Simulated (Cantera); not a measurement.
A closed system holds: 1 mol Si3N4, 4.1 mol Cl2, 11 mol H2, 20 mol HF, equilibrated at 1550 °C and 55.0 mbar.

Method: chemical equilibrium by Gibbs-energy minimisation in Cantera with the NASA 1993 tables (ideal gas, pure condensed phases). Candidate condensed phases: NH4Cl, Si, Si3N4; 49 gas species. The tables' values for SiF3, SiF2 are old estimates; treat these amounts as uncertain. Kinetics and transport are ignored.

Problem. What is the equilibrium state?

Solution. 
```
Quantity                              Value
--------------------------------  ---------
x(H2)                                 0.371
x(HF)                                 0.244
x(HCl)                                0.239
x(SiF4)                              0.0776
x(N2)                                0.0583
x(SiF3)                             0.00909
x(H)                                0.00112
x(Cl)                              0.000552
x(SiHF3)                           0.000389
gas amount                        34.30 mol
log10 activity of Si(l) (absent)      -4.73
```
